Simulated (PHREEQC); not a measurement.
Make-up at 25 °C: 0.0012 mol KOH, 5.4e-05 mol H3BO3 and 0.03 mol K3PO4 per kg of water. Closed to the air; pH follows from the charge balance.

Equilibrium calculation in PHREEQC: ion-association model, phreeqc.dat.

This is a speciation only: nothing precipitates in the calculation.

**Question.** Order these P species by the share of P that they hold, largest first: HPO4-2, KHPO4-, PO4-3.

**Answer.** PO4-3 (65 %), HPO4-2 (33 %), KHPO4- (1.8 %)

The pH is 11.93 and the ionic strength 0.159 mol/kgw.
